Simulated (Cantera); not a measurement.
# Low-pressure radical oxidation in H2/O2

An isothermal, constant-pressure homogeneous reactor starts with H2 : O2 : N2 = 0.043 : 1 : 0.7 (molar parts), equivalence ratio 0.021, at 1400 K and 0.00170 bar.

Computed with Cantera and the H2/O2 subset of GRI-Mech 3.0, which has no nitrogen chemistry. Radical loss at walls, strong at low pressure, is not modelled.

```tsv
t (s)	x H2	x O2	x H	x O	x H2O	x OH
0.000100	0.0247	0.574	3.55e-9	6.98e-10	3.05e-11	6.89e-10
0.000453	0.0247	0.574	1.11e-8	1.01e-8	2.08e-9	9.59e-9
0.00205	0.0247	0.574	5.70e-8	1.43e-7	1.13e-7	1.23e-7
0.00928	0.0246	0.574	1.92e-5	5.79e-5	7.67e-5	4.77e-5
0.0420	0.000357	0.552	0.00248	0.0190	0.0216	0.00300
0.190	0.000351	0.552	0.00243	0.0188	0.0216	0.00298
0.862	0.000333	0.553	0.00223	0.0177	0.0218	0.00290
3.90	0.000263	0.556	0.00152	0.0136	0.0224	0.00259
17.7	0.000109	0.563	0.000389	0.00543	0.0237	0.00168
80.0	1.48e-5	0.568	1.87e-5	0.000714	0.0246	0.000620
```
x: mole fraction; the columns are a selection and need not sum to one.

Equilibrium at this temperature and pressure: H2 3.65e-7, O2 0.568, H 7.17e-8, O 1.74e-5, H2O 0.0249, OH 9.74e-5 (gas phase only).
